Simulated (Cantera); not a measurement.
A Cantera script and its output.

```python
import numpy as np
import cantera as ct

surf = ct.Interface("diamond.yaml", "diamond_100")
gas, bulk = surf.adjacent["gas"], surf.adjacent["diamond"]
k = surf.kinetics_species_index(bulk.species_names[0])
cover = ["c6HH", "c6H*", "c6*H", "c6**", "c6HM", "c6B"]

rows, drift = [], 0.0
print(f"{'xH':>10s}{'um/h':>11s}" + "".join(f"{s:>11s}" for s in cover))
for v in [0.0001, 0.00025, 0.00062, 0.0016, 0.0039, 0.0097, 0.024, 0.061, 0.15]:
    T, P, xH, xCH3 = 1148, 3200, v, 0.00015
    gas.TPX = T, P, {"H": xH, "CH3": xCH3, "CH4": 0.0022, "H2": 1 - xH - xCH3 - 0.0022}
    surf.TP = bulk.TP = T, P
    surf.coverages = "c6H*:0.1, c6HH:0.9"
    surf.advance_coverages(100.0)
    before = surf.coverages
    surf.advance_coverages(100.0)
    drift = max(drift, np.max(np.abs(surf.coverages - before) / (surf.coverages + 1e-9)))
    rate = surf.net_production_rates[k] * bulk.mean_molecular_weight / bulk.density * 3.6e9
    rows.append([rate, *surf[cover].coverages])
    print(f"{v:10.4g}{rate:11.4e}" + "".join(f"{x:11.3e}" for x in rows[-1][1:]))
```

Result:

```
        xH       um/h       c6HH       c6H*       c6*H       c6**       c6HM        c6B
    0.0001 7.8075e-02  6.022e-01  2.524e-02  3.594e-01  4.992e-03  3.279e-03  2.119e-10
   0.00025 1.9853e-01  5.334e-01  2.934e-02  4.178e-01  1.032e-02  4.172e-03  5.387e-10
   0.00062 4.2867e-01  4.981e-01  3.129e-02  4.456e-01  1.599e-02  4.708e-03  1.163e-09
    0.0016 8.8315e-01  4.817e-01  3.216e-02  4.578e-01  2.023e-02  4.639e-03  2.396e-09
    0.0039 1.6103e+00  4.757e-01  3.254e-02  4.629e-01  2.239e-02  3.887e-03  4.370e-09
    0.0097 2.5789e+00  4.737e-01  3.278e-02  4.657e-01  2.346e-02  2.647e-03  6.998e-09
     0.024 3.4534e+00  4.734e-01  3.300e-02  4.673e-01  2.396e-02  1.468e-03  9.371e-09
     0.061 4.0320e+00  4.734e-01  3.332e-02  4.679e-01  2.423e-02  6.811e-04  1.094e-08
      0.15 4.3246e+00  4.735e-01  3.396e-02  4.676e-01  2.445e-02  2.982e-04  1.174e-08
```

Cantera simulation using the Harris–Goodwin 1993 mechanism for the reconstructed diamond (100) surface; the numbers are that mechanism's predictions, not measurements.
